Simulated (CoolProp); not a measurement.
Saturation properties of 1,2-dichloroethane (Tc = 288.4 °C, pc = 52.26 bar, ω = 0.269).

Model: reference Helmholtz-energy equation of state, Thol 2015, in CoolProp.

| T (°C) | p (bar) | liquid density (kg/m³) | enthalpy of vaporisation (kJ/kg) | liquid cp (kJ/(kg K)) | vapour Z |
|---|---|---|---|---|---|
| 118.55 | 2.718 | 1098 | 303.4 | 1.417 | 0.9390 |
| 129.35 | 3.541 | 1079 | 296.4 | 1.435 | 0.9262 |
| 140.15 | 4.543 | 1059 | 289.0 | 1.455 | 0.9118 |
| 150.95 | 5.746 | 1039 | 281.3 | 1.476 | 0.8957 |
| 161.75 | 7.175 | 1018 | 273.1 | 1.498 | 0.8778 |
| 172.55 | 8.857 | 995.6 | 264.4 | 1.523 | 0.8579 |
| 183.35 | 10.82 | 972.7 | 255.2 | 1.552 | 0.8360 |
| 194.25 | 13.11 | 948.4 | 245.2 | 1.585 | 0.8117 |
| 205.05 | 15.72 | 923.1 | 234.5 | 1.624 | 0.7850 |
| 215.85 | 18.70 | 896.2 | 222.9 | 1.672 | 0.7555 |
| 226.65 | 22.09 | 867.5 | 210.2 | 1.734 | 0.7228 |

It boils at 83.5 °C under 1 atm.
